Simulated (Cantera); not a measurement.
**trisilylamine + N₂ (silicon nitride deposition)**

Charge: 1 mol trisilylamine, 15 mol N₂, at 20.0 Pa.

Equilibrium computed with Cantera from the NASA thermochemical tables; the gas is ideal and each condensed phase is pure. Candidate condensed phases: Si, Si₃N₄; 18 gas species. The feed counts by its element totals alone. The tables' values for SiN are old estimates; treat these amounts as uncertain. Rates play no part.

```tsv
T (K)	log p N₂	log p H₂	log p H	log p Si	n Si₃N₄(s)	n Si(s)
1400	-3.82	-4.30	-7.46	-10.03	1.000	0
1425	-3.82	-4.30	-7.32	-9.58	1.000	0
1450	-3.82	-4.30	-7.17	-9.14	1.000	0
1475	-3.82	-4.30	-7.04	-8.72	1.000	0
1500	-3.82	-4.30	-6.91	-8.31	1.000	0
1525	-3.82	-4.30	-6.78	-7.92	1.000	0
1550	-3.82	-4.30	-6.65	-7.54	0.999	0
1575	-3.81	-4.35	-6.56	-7.24	0	2.99
1600	-3.81	-4.35	-6.44	-7.01	0	2.99
1625	-3.81	-4.35	-6.33	-6.79	0	2.98
1650	-3.81	-4.35	-6.22	-6.57	0	2.97
1675	-3.81	-4.35	-6.11	-6.36	0	2.95
```
log p: log10 of the partial pressure in bar; n: condensed amount in mol.

From 1400 K to 1550 K the condensed part is Si₃N₄(s). From 1575 K to 1675 K the condensed part is Si(s). The main Si-bearing gas is Si throughout.
